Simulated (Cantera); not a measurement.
## Stirred combustor or abatement burner

A perfectly stirred reactor is fed with 12.2 % H2, 13.9 % O2, 73.6 % N2, 0.281 % NO, at 1100000 Pa; it is adiabatic with a 800 K inlet, and is followed from long to short residence time, starting on the burning branch (τ in s: 0.072, 0.021, 0.0061, 0.0018, 0.00051, 0.00015, 4.3e-05, 1.3e-05, 3.7e-06).

Detailed kinetics in Cantera: GRI-Mech 3.0 (53 species, 325 reactions). The hydrogen kinetics of GRI-Mech 3.0 are dated; newer H2 mechanisms differ, most at raised pressure. The mechanism lacks 2 NO + O2 → 2 NO2 and HONO, so NO2 and the effect of NO are under-described below about 1400 K.

```
τ (s)    T (K)      x H2    x O2     x NO    x N2O     x NO2   x N2      x OH
-------  -----  --------  ------  -------  -------  --------  -----  --------
0.072     1707   2.44e-5  0.0832  0.00296  6.45e-7   2.79e-5  0.783  0.000252
0.021     1707   5.92e-5  0.0832  0.00295  1.07e-6   3.83e-5  0.783  0.000327
0.0061    1705  0.000141  0.0832  0.00294  1.91e-6   5.15e-5  0.783  0.000452
0.0018    1703  0.000325  0.0832  0.00293  3.09e-6   6.06e-5  0.783  0.000644
0.00051   1698  0.000760  0.0833  0.00292  4.12e-6   5.96e-5  0.783  0.000940
0.00015   1688   0.00173  0.0835  0.00292  4.48e-6   4.99e-5  0.782   0.00135
4.3e-5    1665   0.00399  0.0842  0.00293  4.26e-6   3.69e-5  0.781   0.00189
1.3e-5    1616   0.00928  0.0862  0.00293  3.65e-6   2.59e-5  0.778   0.00243
3.7e-6     800     0.122   0.139  0.00281   <1e-12  4.80e-12  0.736    <1e-12
```
x: mole fraction; the columns are a selection and need not sum to one.
